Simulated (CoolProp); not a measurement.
The numbers come from the reference Helmholtz-energy equation of state, Akasaka 2022 in CoolProp.

**Question.** Give the vapour pressure (MPa), liquid cp (kJ/(kg K)), vapour Z of saturated R1233zd(E) at -45.45 °C.

**Answer.** 
```
T (°C)  p (MPa)  liquid cp (kJ/(kg K))  vapour Z
------  -------  ---------------------  --------
-45.45  0.00407                   1.06     0.996
```
